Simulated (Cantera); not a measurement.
Charge: 1 mol CH3SiH3, 0.19 mol C2H2, 190 mol H2, at 0.00240 bar.

Cantera equilibrium calculation (NASA polynomials, part measured and part estimated; ideal gas, pure solids and liquids). Candidate condensed phases: C, C6H6, C7H8, C8H18, Si, SiC; 87 gas species. The feed counts by its element totals alone. Gases not in the tables: Si2H6 and higher silanes. Rates play no part.

**Question.** What share of the Si ends up in condensed phases as a function of T (°C), at 1525, 1575, 1625, 1675, 1725, 1775, 1825, 1875?

**Answer.** 
```json
[
 {"T (°C)": "1525", "Si condensed (%)": "99.3", "as": "SiC(s)"},
 {"T (°C)": "1575", "Si condensed (%)": "98.3", "as": "SiC(s)"},
 {"T (°C)": "1625", "Si condensed (%)": "95.9", "as": "SiC(s)"},
 {"T (°C)": "1675", "Si condensed (%)": "90.4", "as": "SiC(s)"},
 {"T (°C)": "1725", "Si condensed (%)": "78.5", "as": "SiC(s)"},
 {"T (°C)": "1775", "Si condensed (%)": "53.1", "as": "SiC(s)"},
 {"T (°C)": "1825", "Si condensed (%)": "0.8", "as": "SiC(s)"},
 {"T (°C)": "1875", "Si condensed (%)": "0.0", "as": "-"}
]
```
